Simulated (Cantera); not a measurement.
Diamond growth

A diamond (100) surface in a fixed gas of H2 with x(CH4) = 0.0047, x(CH3) = 4.9e-05, at 1350 K, 0.0128 atm; coverages are run to steady state.

Model: the Harris–Goodwin 1993 mechanism for the reconstructed diamond (100) surface, integrated in Cantera.

```
x(H)     growth (µm/h)  θ c6HH  θ c6H*  θ c6*H   θ c6**
-------  -------------  ------  ------  ------  -------
0.0001        0.000444   0.685  0.0287   0.283  0.00365
0.00024        0.00285   0.552  0.0403   0.397   0.0105
0.00056         0.0120   0.457  0.0480   0.473   0.0219
0.0013          0.0343   0.401  0.0519   0.512   0.0350
0.0031          0.0689   0.371  0.0537   0.529   0.0457
0.0073           0.104   0.358  0.0543   0.536   0.0520
0.017            0.135   0.352  0.0546   0.538   0.0552
0.041            0.177   0.349  0.0548   0.539   0.0567
0.096            0.245   0.348  0.0550   0.539   0.0574
```
θ: site fractions in the mechanism's names (c6HH fully hydrogenated, c6H* and c6*H radical sites, c6** diradical, c6HM methylated).
